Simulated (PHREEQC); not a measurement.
Make-up at 20 °C: 0.0026 mol/kgw NH4HCO3 and 0.22 mol/kgw FeCl2. Closed to the air; pH follows from the charge balance.

All values are PHREEQC results (ion-association model, wateq4f.dat), not measurements.

Task: The ionic strength comes out as 0.609 mol/kgw. What activity coefficients do Cl-, FeCl+, NH4+, Fe+2, FeHCO3+ get?

Result: Cl- 0.63, FeCl+ 0.67, NH4+ 0.74, Fe+2 0.24, FeHCO3+ 0.74.

Precipitation was switched off in this run. Examples of supersaturated solids here: Siderite. Others may be too.
